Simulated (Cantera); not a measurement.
A closed system holds: 1 mol AlCl₃, 2.2 mol O₂, 100 mol N₂, at 1825 K and 23.0 Pa.

Equilibrium computed with Cantera from the NASA thermochemical tables; the gas is ideal and each condensed phase is pure. Candidate condensed phases: Al, AlCl₃, AlN, Al₂O₃; 24 gas species. Rates play no part.

Base state: N₂ 0.956, Cl 0.0287, O₂ 0.0127, NO 0.00122, O 0.00114 (mole fractions); condensed: Al₂O₃(s).

### Question
What changes in the equilibrium state with this change: temperature from 1825 K to 2148 K?

### Answer
| species | before | after |
|---|---|---|
| N₂ | 0.956 | 0.951 |
| Cl | 0.0287 | 0.0284 |
| O | 0.00114 | 0.0109 |
| O₂ | 0.0127 | 0.00729 |
| AlOCl | 2.65e-6 | 9.05e-5 |
| AlO | 1.97e-9 | 1.39e-5 |
| AlCl | 5.54e-8 | 4.34e-5 |
| NO | 0.00122 | 0.00229 |
| Al₂O₃(s), mol | 0.500 | 0.492 |
